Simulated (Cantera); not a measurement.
Input: 1 mol SiC, 0.0023 mol H2O, 140 mol H2, 0.41 mol CO2, at 3.80 Pa.

Equilibrium computed with Cantera from the NASA thermochemical tables; the gas is ideal and each condensed phase is pure. Candidate condensed phases: C, C6H6, C7H8, C8H18, H2O, Si, SiC, SiO2; 123 gas species. Kinetics and transport are ignored.

At 1025 °C, list the 4 most abundant gas species with their mole fractions, and the condensed phases.

H2 0.994, CO 0.00437, SiO 0.00146, H 0.000173. Condensed: SiC(s).
